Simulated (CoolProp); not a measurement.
Saturated liquid density (kg/m³) of C2F6 (R116): the reference equation beside estimates from Tc = 293.0 K, pc = 3.048 MPa, ω = 0.257. Rackett uses Z = 0.29056 − 0.08775 ω.

Computed with CoolProp (reference Helmholtz-energy equation of state, Lemmon 2006). It is a short technical equation, of lower accuracy than the large ones.

| T (K) | reference | Rackett | van der Waals | Soave-Redlich-Kwong | Peng-Robinson |
|---|---|---|---|---|---|
| 230.4 | 1433 | 1503 | 904.2 | 1346 | 1527 |
| 233.6 | 1416 | 1484 | 892.8 | 1325 | 1504 |
| 236.9 | 1397 | 1464 | 880.6 | 1303 | 1479 |
| 240.1 | 1379 | 1444 | 868.4 | 1281 | 1454 |
| 243.3 | 1359 | 1424 | 855.8 | 1258 | 1428 |
| 246.5 | 1339 | 1403 | 842.8 | 1234 | 1400 |
| 249.7 | 1319 | 1381 | 829.3 | 1209 | 1372 |
| 252.9 | 1298 | 1358 | 815.3 | 1182 | 1342 |
| 256.1 | 1275 | 1335 | 800.6 | 1155 | 1310 |
| 259.3 | 1252 | 1310 | 785.4 | 1126 | 1277 |
| 262.5 | 1227 | 1284 | 769.3 | 1096 | 1241 |
| 265.7 | 1202 | 1257 | 752.4 | 1064 | 1204 |
| 268.9 | 1174 | 1228 | 734.5 | 1029 | 1164 |
| 272.1 | 1144 | 1197 | 715.3 | 992.6 | 1121 |
| 275.3 | 1112 | 1163 | 694.6 | 953.0 | 1075 |

Absolute difference from the reference over all 15 rows, mean and median: Rackett 4.7 and 4.7 %, van der Waals 37.2 and 37.2 %, Soave-Redlich-Kwong 9.4 and 8.9 %, Peng-Robinson 3.6 and 3.4 %.
